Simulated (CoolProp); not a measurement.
Values from CoolProp's reference Helmholtz-energy equation of state, Lemmon 2000. It is a pseudo-pure fit of the blend.

Question: For dry air, give the phase and the speed of sound (m/s), Prandtl number at 140.5 K and 5.62 MPa; 341 K and 5.62 MPa.

Answer: 
- 140.5 K and 5.62 MPa: supercritical; speed of sound 233, Prandtl number 3.20
- 341 K and 5.62 MPa: supercritical; speed of sound 382, Prandtl number 0.731

Viscosity comes from a separate model (Lemmon 2004). Thermal conductivity comes from a separate model (Lemmon 2004).
